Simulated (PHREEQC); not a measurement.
A made-up water analysis in mg/L, 55 °C, pH 6.85, pe -1.1:

```
constituent            mg/L
------------------  -------
Na                    0.257
K                     0.132
Ca                    0.443
Mg                     0.18
Cl                    0.103
S(6) as SO4            1.75
Alkalinity as HCO3    0.809
B                   0.00352
Zn                  0.00828
F                    0.0258
```

Valence states are taken as typed.

All values are PHREEQC results (ion-association model, wateq4f.dat), not measurements.

Precipitation was switched off in this run.

Problem. What charge-balance error does the model give?

Solution. charge-balance error -2.1 %.

Problem. In which forms is Zn present?

Solution. Zn+2 94 %, ZnOH+ 5.6 % of the Zn.

Species that the database lacks are ignored. Away from 25 °C the constants follow the database's enthalpies or fits; those with neither stay at their 25 °C values. Real BF4- forms and hydrolyses slowly; the run takes it at equilibrium.
